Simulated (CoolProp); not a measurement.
Properties of cyclopentane along the isobar 0.606 MPa.

Computed with CoolProp (reference Helmholtz-energy equation of state, Gedanitz 2015).

```
T (°C)   phase  density (kg/m³)  Joule-Thomson coefficient (K/MPa)  isothermal compressibility (1/MPa)
------  ------  ---------------  ---------------------------------  ----------------------------------
0.65    liquid            764.5                            -0.5093                            0.001056
16.85   liquid            748.9                            -0.4703                            0.001222
33.05   liquid            733.0                            -0.4289                            0.001425
49.25   liquid            716.4                            -0.3848                            0.001677
65.45   liquid            699.3                            -0.3370                            0.001993
81.65   liquid            681.3                            -0.2843                            0.002401
97.85   liquid            662.4                            -0.2242                            0.002940
114.05  liquid            642.3                            -0.1529                            0.003679
130.25     gas            14.24                              17.28                               1.878
146.45     gas            13.47                              14.82                               1.841
162.65     gas            12.80                              12.85                               1.813
178.75     gas            12.21                              11.26                               1.790
194.95     gas            11.68                              9.947                               1.772
211.15     gas            11.21                              8.853                               1.757
```
